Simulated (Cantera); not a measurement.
A perfectly stirred reactor is fed with 0.499 % CO, 1.37 % O2, 0.274 % H2O, 97.9 % N2, at 10.0 bar; it is held at 1123 K, and followed from long to short residence time.

Detailed kinetics in Cantera: GRI-Mech 3.0 (53 species, 325 reactions).

One state of this run: x CO = 0.00459; x O2 = 0.0135; x H2O = 0.00274; x H2 = 1.94e-6; x OH = 8.99e-8. x: mole fraction; the columns are a selection and need not sum to one.

**Question.** Which value of τ (s) does it belong to?
A. 0.0050
B. 0.025
C. 3.1
D. 0.12

**Answer.** B, 0.025
